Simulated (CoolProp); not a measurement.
The numbers come from the reference Helmholtz-energy equation of state, Penoncello 2003 in CoolProp.

Q: Give the vapour pressure (bar), liquid cp (kJ/(kg K)), vapour Z, vapour viscosity (µPa s) of saturated CHF3 (R23) at 210.1, 216.2 K.

A: 
| T (K) | p (bar) | liquid cp (kJ/(kg K)) | vapour Z | vapour viscosity (µPa s) |
|---|---|---|---|---|
| 210.1 | 2.71 | 1.28 | 0.920 | 10.5 |
| 216.2 | 3.57 | 1.30 | 0.905 | 10.8 |

Viscosity comes from a separate model (Shan 2000).
